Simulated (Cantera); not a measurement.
A Cantera script and what it prints.

```python
import numpy as np
import cantera as ct

gas_names = """
    H HI HO2 H2 H2O H2O2 I I2 Mg MgH MgI MgI2 MgO MgOH MgO2H2 Mg2 O OH O2 O3
""".split()
cond_names = """
    H2O(s) H2O(L) I2(cr) I2(L) Mg(cr) Mg(L) MgI2(s) MgI2(L) MgO(s) MgO(L) MgO2H2(s)
""".split()


# ... load() reads the species with a 1 bar reference pressure and builds the phases ...
atoms = {
    'MgO': {'Mg': 1, 'O': 1},
    'HI': {'H': 1, 'I': 1},
    'H2': {'H': 2},
}
top_T = {}  # K; cautious upper limits of use, not melting points


# ... equilibrate(T, P, feed) seeds the gas with the atoms and calls Mixture.equilibrate('TP', solver="vcs", rtol=1e-11, max_steps=5000) ...
results = []
feed = {'MgO': 1, 'HI': 0.053, 'H2': 0.19}  # mol
P = 13000  # Pa
for T in [948, 998, 1048, 1098, 1148, 1198, 1248, 1298, 1348, 1398, 1448, 1498]:
    mix = equilibrate(T, P, feed)
    results.append((T, P, feed, dict(zip(mix.species_names, mix.species_moles))))
    x = sorted(zip(gas.X, gas.species_names), reverse=True)
    print(f"T = {T:g} K  P = {P:g} Pa  gas = {mix.phase_moles(0):.4g} mol")
    print("   x: " + "  ".join(f"{s} {v:.3e}" for v, s in x if v > 0.0001))
    print("   condensed (mol): " + ("  ".join(f"{mix.phase(i).name} {mix.phase_moles(i):.4g}"
          for i in range(1, mix.n_phases) if mix.phase_moles(i) > 1e-12) or "none"))
```

Result:

```
T = 948 K  P = 13000 Pa  gas = 0.2435 mol
   x: H2 7.841e-01  HI 2.086e-01  I 3.881e-03  I2 1.753e-03  H2O 8.399e-04  MgI2 8.399e-04
   condensed (mol): MgO(s) 0.9998
T = 998 K  P = 13000 Pa  gas = 0.2438 mol
   x: H2 7.844e-01  HI 2.047e-01  I 6.477e-03  I2 1.837e-03  H2O 1.285e-03  MgI2 1.285e-03
   condensed (mol): MgO(s) 0.9997
T = 1048 K  P = 13000 Pa  gas = 0.2442 mol
   x: H2 7.849e-01  HI 1.993e-01  I 1.020e-02  I2 1.882e-03  H2O 1.865e-03  MgI2 1.865e-03
   condensed (mol): MgO(s) 0.9995
T = 1098 K  P = 13000 Pa  gas = 0.2449 mol
   x: H2 7.854e-01  HI 1.923e-01  I 1.526e-02  H2O 2.583e-03  MgI2 2.582e-03  I2 1.879e-03
   condensed (mol): MgO(s) 0.9994
T = 1148 K  P = 13000 Pa  gas = 0.2457 mol
   x: H2 7.861e-01  HI 1.835e-01  I 2.173e-02  H2O 3.422e-03  MgI2 3.422e-03  I2 1.826e-03
   condensed (mol): MgO(s) 0.9992
T = 1198 K  P = 13000 Pa  gas = 0.2467 mol
   x: H2 7.868e-01  HI 1.731e-01  I 2.960e-02  H2O 4.355e-03  MgI2 4.354e-03  I2 1.725e-03
   condensed (mol): MgO(s) 0.9989
T = 1248 K  P = 13000 Pa  gas = 0.2478 mol
   x: H2 7.877e-01  HI 1.614e-01  I 3.869e-02  H2O 5.337e-03  MgI2 5.336e-03  I2 1.583e-03
   condensed (mol): MgO(s) 0.9987
T = 1298 K  P = 13000 Pa  gas = 0.2491 mol
   x: H2 7.886e-01  HI 1.486e-01  I 4.871e-02  H2O 6.320e-03  MgI2 6.319e-03  I2 1.412e-03
   condensed (mol): MgO(s) 0.9984
T = 1348 K  P = 13000 Pa  gas = 0.2504 mol
   x: H2 7.896e-01  HI 1.354e-01  I 5.928e-02  H2O 7.258e-03  MgI2 7.254e-03  I2 1.228e-03
   condensed (mol): MgO(s) 0.9982
T = 1398 K  P = 13000 Pa  gas = 0.2518 mol
   x: H2 7.906e-01  HI 1.222e-01  I 7.001e-02  H2O 8.111e-03  MgI2 8.102e-03  I2 1.044e-03
   condensed (mol): MgO(s) 0.998
T = 1448 K  P = 13000 Pa  gas = 0.2532 mol
   x: H2 7.915e-01  HI 1.094e-01  I 8.054e-02  H2O 8.855e-03  MgI2 8.833e-03  I2 8.714e-04
   condensed (mol): MgO(s) 0.9978
T = 1498 K  P = 13000 Pa  gas = 0.2545 mol
   x: H2 7.924e-01  HI 9.730e-02  I 9.058e-02  H2O 9.478e-03  MgI2 9.432e-03  I2 7.166e-04
   condensed (mol): MgO(s) 0.9976
```

Equilibrium computed with Cantera from the NASA thermochemical tables; the gas is ideal and each condensed phase is pure.
